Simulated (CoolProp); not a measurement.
A simple Rankine cycle with water: condensing at 326.15 K, boiler at 0.232 MPa, turbine inlet 438.1 K, turbine efficiency 0.6, pump efficiency 0.8, no recuperator. Each further row changes one setting.

Computed with CoolProp (reference Helmholtz-energy equation of state, Wagner 2002).

```csv
case,thermal efficiency (%),net work (kJ/kg),heat in (kJ/kg),turbine exit temperature (K),volume ratio over the turbine
as stated,10.3,266,2580,326.1,11.9
turbine inlet 458.1 K,10.4,273,2620,326.1,11.5
condensing temperature 318.15 K,11.4,297,2610,318.1,17.2
boiler pressure 0.162 MPa,9.1,235,2580,326.1,8.39
turbine efficiency 0.5,8.6,221,2580,326.1,12.1
```

The expansion ends wet for: as stated; turbine inlet 458.1 K; condensing temperature 318.15 K; boiler pressure 0.162 MPa; turbine efficiency 0.5.
